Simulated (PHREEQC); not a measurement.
Dissolve 0.071 mol Pb(NO3)2, 0.0009 mol HBF4 and 0.0069 mol Na2SO4 per kg of water at 25 °C. Closed to the air; pH follows from the charge balance.

Model: ion-association model, wateq4f.dat, run in PHREEQC.

No solid was allowed to form.

Q: Order these F species by the share of F that they hold, largest first: BF3OH-, F-, HF, PbF+, BF4-.

A: HF (39 %), F- (31 %), BF4- (16 %), PbF+ (7.3 %), BF3OH- (3.1 %)

The pH is 2.91 and the ionic strength 0.170 mol/kgw. Saturation is exceeded, for instance for Anglesite; the values hold only as long as no solid forms. Real BF4- forms and hydrolyses slowly; the run takes it at equilibrium.
